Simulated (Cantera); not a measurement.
A diamond (100) surface in a fixed gas of H2 with x(CH4) = 0.027, x(H) = 0.027, at 1123 K, 48.8 Torr; coverages are run to steady state.

Detailed kinetics in Cantera: the Harris–Goodwin 1993 mechanism for the reconstructed diamond (100) surface.

θ: site fractions in the mechanism's names (c6HH fully hydrogenated, c6H* and c6*H radical sites, c6** diradical, c6HM methylated).

```
x(CH3)   growth (µm/h)  θ c6HH  θ c6H*  θ c6*H  θ c6**    θ c6HM
-------  -------------  ------  ------  ------  ------  --------
1e-06              [?]   0.493  0.0307   0.455  0.0212   1.16e-5
2.6e-06            [?]   0.493  0.0307   0.455  0.0212   3.02e-5
6.8e-06            [?]   0.493  0.0307   0.455  0.0212   7.91e-5
1.8e-05            [?]   0.493  0.0307   0.455  0.0211  0.000209
4.7e-05            [?]   0.493  0.0306   0.455  0.0211  0.000546
0.00012            [?]   0.492  0.0306   0.454  0.0211   0.00139
0.00032            [?]   0.490  0.0305   0.452  0.0210   0.00369
0.00083            [?]   0.486  0.0302   0.448  0.0207   0.00948
0.0022             [?]   0.475  0.0295   0.437  0.0199    0.0244
```

Q: Some entries are withheld; supply them.

A: 
- 1e-06, growth (µm/h): 0.0520
- 2.6e-06, growth (µm/h): 0.135
- 6.8e-06, growth (µm/h): 0.354
- 1.8e-05, growth (µm/h): 0.936
- 4.7e-05, growth (µm/h): 2.44
- 0.00012, growth (µm/h): 6.22
- 0.00032, growth (µm/h): 16.5
- 0.00083, growth (µm/h): 42.4
- 0.0022, growth (µm/h): 109
